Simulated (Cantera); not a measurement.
Charge: 1 mol HCl, 1.5 mol H2O, 40 mol N2, held at 1825 K and 25.0 Pa.

Equilibrium computed with Cantera from the NASA thermochemical tables; the gas is ideal and each condensed phase is pure. Candidate condensed phases: H2O, NH4Cl; 29 gas species. Equilibrium is a limit: real reactors are often held back by kinetics, nucleation or transport.

Base state: N2 0.936, H2O 0.0318, HCl 0.0178, Cl 0.00557, H2 0.00463, H 0.00190, OH 0.000911, O2 0.000869 (mole fractions); condensed: gas only.

Problem. What changes in the equilibrium state with this change: HCl replaced by NH3?

Solution. 
```tsv
species	before	after
N2	0.936	0.928
H2O	0.0318	0.0339
H2	0.00463	0.0322
HCl	0.0178	0
Cl	0.00557	0
O2	0.000869	2.03e-5
NO	0.000317	4.83e-5
O	0.000286	4.38e-5
H	0.00190	0.00500
```

Problem. What changes in the equilibrium state with this change: temperature from 1825 K to 3275 K?

Solution. 
```json
[
 {"species": "N2", "before": "0.936", "after": "0.856"},
 {"species": "H", "before": "0.00190", "after": "0.0858"},
 {"species": "O", "before": "0.000286", "after": "0.0319"},
 {"species": "H2O", "before": "0.0318", "after": "4.45e-9"},
 {"species": "HCl", "before": "0.0178", "after": "5.85e-6"},
 {"species": "Cl", "before": "0.00557", "after": "0.0215"},
 {"species": "N", "before": "3.47e-9", "after": "0.00414"},
 {"species": "H2", "before": "0.00463", "after": "1.57e-5"}
]
```
